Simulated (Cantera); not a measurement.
A Cantera script and its output.

```python
import numpy as np
import cantera as ct

gas = ct.Solution("gri30.yaml")
gas.TPX = 1650, 78000, {'NO': 1, 'N2': 0.17}
reactor = ct.IdealGasConstPressureReactor(gas, energy="off", clone=False)
net = ct.ReactorNet([reactor])
net.rtol, net.atol = 1e-08, 1e-18
show = ['NO', 'N2', 'O', 'NO2', 'O2']
times = np.geomspace(1e-05, 100, 14)

steps = ct.SolutionArray(gas, extra=["t"])
rows = []
print(f"{'t/s':>10s}{'T/K':>9s}{'P/Pa':>11s}" + "".join(f"{s:>11s}" for s in show))
for t in times:
    while net.time < t:
        t_next = net.step()
        steps.append(gas.state, t=t_next)
    rows.append([np.interp(t, steps.t, y) for y in (steps.T, steps.P, *steps(*show).X.T)])
    print(f"{t:10.3e}{rows[-1][0]:9.1f}{rows[-1][1]:11.4g}" + "".join(f"{x:11.3e}" for x in rows[-1][2:]))
rate = np.gradient(steps.T, steps.t)
print("integrator steps:", len(steps.t))
if steps.T.max() > steps.T[0] + 200:
    print(f"time of steepest temperature rise: {steps.t[rate.argmax()]:.4e} s")
gas.TPX = 1650, 78000, {'NO': 1, 'N2': 0.17}
gas.equilibrate("TP")
print(f"equilibrium (TP): T = {gas.T:.1f} K  " + "  ".join(f"{s} {gas[s].X[0]:.3e}" for s in show))
```

Output:

```
       t/s      T/K       P/Pa         NO         N2          O        NO2         O2
 1.000e-05   1650.0    7.8e+04  8.547e-01  1.453e-01  2.051e-07  9.935e-08  1.540e-10
 3.455e-05   1650.0    7.8e+04  8.547e-01  1.453e-01  3.416e-07  7.114e-07  1.170e-09
 1.194e-04   1650.0    7.8e+04  8.547e-01  1.453e-01  3.761e-07  3.276e-06  6.718e-09
 4.125e-04   1650.0    7.8e+04  8.547e-01  1.453e-01  4.322e-07  1.235e-05  4.477e-08
 1.425e-03   1650.0    7.8e+04  8.546e-01  1.453e-01  6.280e-07  4.514e-05  4.976e-07
 4.924e-03   1650.0    7.8e+04  8.544e-01  1.454e-01  1.278e-06  1.639e-04  9.889e-06
 1.701e-02   1650.0    7.8e+04  8.535e-01  1.456e-01  2.462e-06  4.094e-04  1.977e-04
 5.878e-02   1650.0    7.8e+04  8.509e-01  1.469e-01  2.922e-06  5.031e-04  1.405e-03
 2.031e-01   1650.0    7.8e+04  8.422e-01  1.512e-01  3.524e-06  6.159e-04  5.702e-03
 7.017e-01   1650.0    7.8e+04  8.132e-01  1.657e-01  5.009e-06  8.758e-04  2.000e-02
 2.424e+00   1650.0    7.8e+04  7.262e-01  2.091e-01  7.915e-06  1.275e-03  6.318e-02
 8.377e+00   1650.0    7.8e+04  5.270e-01  3.088e-01  1.216e-05  1.452e-03  1.627e-01
 2.894e+01   1650.0    7.8e+04  2.613e-01  4.417e-01  1.616e-05  9.671e-04  2.959e-01
 1.000e+02   1650.0    7.8e+04  8.366e-02  5.307e-01  1.834e-05  3.531e-04  3.852e-01
integrator steps: 1166
equilibrium (TP): T = 1650.0 K  NO 2.904e-03  N2 5.712e-01  O 1.925e-05  NO2 1.289e-05  O2 4.259e-01
```

Cantera simulation using GRI-Mech 3.0 (53 species, 325 reactions); the numbers are that mechanism's predictions, not measurements.
